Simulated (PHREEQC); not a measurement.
A solution holds 14 mmol/kgw NH4HS and 84 mmol/kgw NaHCO3, at 30 °C. Closed to the air; pH follows from the charge balance.

Model: ion-association model, phreeqc.dat, run in PHREEQC.

```yaml
pH: 7.98
ionic_strength: 0.0953 mol/kgw
specific_conductance: 8870 µS/cm
density: 1.001 g/cm³
total_alkalinity: 98.0 meq/kg
```

| species | molality | activity | log γ |
|---|---|---|---|
| Na+ | 0.0813 | 0.0639 | -0.104 |
| HCO3- | 0.0791 | 0.0625 | -0.103 |
| NH4+ | 0.0132 | 0.00990 | -0.127 |
| HS- | 0.0132 | 0.0101 | -0.117 |
| NaHCO3 | 0.00214 | 0.00218 | 0.010 |
| CO2 | 0.00136 | 0.00139 | 0.010 |
| CO3-2 | 0.000793 | 0.000308 | -0.410 |
| H2S | 0.000781 | 0.000799 | 0.010 |
| NH3 | 0.000748 | 0.000765 | 0.010 |
| NaCO3- | 0.000601 | 0.000470 | -0.107 |
| OH- | 1.84e-6 | 1.40e-6 | -0.117 |
| S-2 | 4.31e-7 | 1.64e-7 | -0.421 |
| (CO2)2 | 4.09e-8 | 4.18e-8 | 0.010 |
| H+ | 1.26e-8 | 1.04e-8 | -0.083 |

This is a speciation only: nothing precipitates in the calculation. Carbamate, which ammonia and carbonate form, is missing from the database.
